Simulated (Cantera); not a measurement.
Input: 1 mol Cr, 4.9 mol H2O, equilibrated at 10000 Pa.

Method: chemical equilibrium by Gibbs-energy minimisation in Cantera with the NASA 1993 tables (ideal gas, pure condensed phases). Candidate condensed phases: Cr, Cr2O3, H2O; 13 gas species. Rates play no part.

### Question
At 1425 °C, list the 4 most abundant gas species with their mole fractions, and the condensed phases.

### Answer
H2O 0.694, H2 0.306, H 0.000253, OH 2.95e-5. Condensed: Cr2O3(s).
